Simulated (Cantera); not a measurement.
An adiabatic, constant-pressure homogeneous reactor starts with CH₄ : O₂ : N₂ = 1 : 1.18 : 4.42 (molar parts), equivalence ratio 1.7, at 1750 K and 500000 Pa. Integrator tolerance rtol = 1e-08.

Model: GRI-Mech 3.0 (53 species, 325 reactions), integrated in Cantera.

What does this change do: O2 1.18 to 0.68 parts?


```
quantity                                                              before                                      after
---------------------------------  -----------------------------------------  -----------------------------------------
time of steepest temperature rise                                    46.7 µs                                    87.2 µs
temperature at 0.400 s                                                2864 K                                     2184 K
equilibrium temperature                                               2864 K                                     2184 K
x(CH₄) at 0.400 s                  1.90e-11 (gas-phase equilibrium 2.17e-11)    1.20e-8 (gas-phase equilibrium 1.37e-8)
x(O₂) at 0.400 s                   0.000315 (gas-phase equilibrium 0.000315)    8.05e-9 (gas-phase equilibrium 8.05e-9)
x(C₂H₂) at 0.400 s                     <1e-12 (gas-phase equilibrium <1e-12)  1.84e-11 (gas-phase equilibrium 2.09e-11)
x(HO₂) at 0.400 s                    4.57e-7 (gas-phase equilibrium 4.57e-7)  1.51e-11 (gas-phase equilibrium 1.51e-11)
x(NO) at 0.400 s                     0.00135 (gas-phase equilibrium 0.00135)    2.59e-6 (gas-phase equilibrium 2.08e-6)
```

What does this change do: 0.2 parts H2O added?


| quantity | before | after |
|---|---|---|
| time of steepest temperature rise | 46.7 µs | 48.8 µs |
| temperature at 0.400 s | 2864 K | 2834 K |
| equilibrium temperature | 2864 K | 2834 K |
| x(CH₄) at 0.400 s | 1.90e-11 (gas-phase equilibrium 2.17e-11) | 1.77e-11 (gas-phase equilibrium 2.02e-11) |
| x(O₂) at 0.400 s | 0.000315 (gas-phase equilibrium 0.000315) | 0.000319 (gas-phase equilibrium 0.000319) |
| x(C₂H₂) at 0.400 s | <1e-12 (gas-phase equilibrium <1e-12) | <1e-12 (gas-phase equilibrium <1e-12) |
| x(HO₂) at 0.400 s | 4.57e-7 (gas-phase equilibrium 4.57e-7) | 4.61e-7 (gas-phase equilibrium 4.61e-7) |
| x(NO) at 0.400 s | 0.00135 (gas-phase equilibrium 0.00135) | 0.00128 (gas-phase equilibrium 0.00128) |
